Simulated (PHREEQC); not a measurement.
A solution holds 26 mmol/kgw Ba(OH)2, at 25 °C. Closed to the air; pH follows from the charge balance.

Equilibrium calculation in PHREEQC: ion-association model, phreeqc.dat.

No solid was allowed to form.

Task: Estimate the pH.

Result: pH 12.59.

Task: In which forms is Ba present?

Result: Ba+2 94 %, BaOH+ 6.2 % of the Ba.
